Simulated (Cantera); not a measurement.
A Cantera script and its output.

```python
import numpy as np
import cantera as ct

gas = ct.Solution("h2o2.yaml")
gas.TPX = 525, 83000, {'H2': 1, 'O2': 0.2, 'N2': 0.752, 'H2O': 0.18}
flame = ct.FreeFlame(gas, width=0.046)
flame.set_refine_criteria(ratio=3, slope=0.08, curve=0.16)
flame.transport_model = "mixture-averaged"
flame.solve(loglevel=0, auto=True)
z, T = flame.grid, flame.T
thick = (T[-1] - T[0]) / np.gradient(T, z).max()
show = ['H2', 'O2', 'H2O', 'HO2', 'OH', 'H2O2']
print(f"laminar burning velocity  {flame.velocity[0] * 100:.3f} cm/s")
print(f"burnt temperature         {T[-1]:.1f} K")
print(f"thermal thickness         {thick * 1e3:.4f} mm")
print(f"grid points               {len(z)}")
z0 = z[flame.heat_release_rate.argmax()]
print(f"{'z/mm':>9s}{'T/K':>9s}{'u/(m/s)':>9s}" + "".join(f"{s:>11s}" for s in show))
rows = []
for k in (-3, -2, -1.5, -1, -0.5, -0.25, 0, 0.25, 0.5, 1, 2, 4, 8):
    zz = z0 + k * thick
    rows.append([k * thick, np.interp(zz, z, T), np.interp(zz, z, flame.velocity),
                 *(np.interp(zz, z, flame.X[gas.species_index(s)]) for s in show)])
    print(f"{rows[-1][0] * 1e3:9.3f}{rows[-1][1]:9.1f}{rows[-1][2]:9.3f}" + "".join(f"{x:11.3e}" for x in rows[-1][3:]))
```

Result:

```
laminar burning velocity  561.188 cm/s
burnt temperature         1913.3 K
thermal thickness         0.5180 mm
grid points               117
     z/mm      T/K  u/(m/s)         H2         O2        H2O        HO2         OH       H2O2
   -1.554    525.0    5.612  4.690e-01  9.381e-02  8.443e-02  2.191e-12  1.626e-16  1.270e-14
   -1.036    525.0    5.612  4.690e-01  9.381e-02  8.443e-02  4.514e-10  6.016e-14  2.705e-12
   -0.777    525.0    5.612  4.690e-01  9.381e-02  8.443e-02  1.097e-08  2.020e-12  6.834e-11
   -0.518    525.2    5.613  4.689e-01  9.383e-02  8.445e-02  6.585e-07  1.709e-10  4.608e-09
   -0.259    556.7    5.904  4.635e-01  9.387e-02  8.656e-02  2.727e-04  5.204e-05  8.014e-06
   -0.129    773.2    8.016  4.358e-01  8.753e-02  1.075e-01  2.033e-04  4.461e-04  1.646e-05
    0.000   1110.2   11.237  3.727e-01  6.317e-02  1.645e-01  8.108e-05  8.958e-04  2.226e-06
    0.129   1351.0   13.570  3.060e-01  2.526e-02  2.388e-01  2.720e-05  1.751e-03  7.137e-07
    0.259   1466.4   14.686  2.786e-01  6.521e-03  2.755e-01  6.599e-06  1.944e-03  4.242e-07
    0.518   1562.4   15.566  2.751e-01  5.752e-04  2.886e-01  5.542e-07  2.033e-03  2.822e-07
    1.036   1652.3   16.356  2.824e-01  1.213e-04  2.915e-01  1.281e-07  2.006e-03  1.872e-07
    2.072   1736.1   17.075  2.902e-01  6.713e-05  2.938e-01  7.490e-08  1.756e-03  1.046e-07
    4.144   1805.3   17.658  2.968e-01  3.218e-05  2.960e-01  3.937e-08  1.352e-03  5.073e-08
```

Computed with Cantera and the H2/O2 subset of GRI-Mech 3.0, which has no nitrogen chemistry. Burning velocities carry a grid error of a few per cent, more on coarse grids.
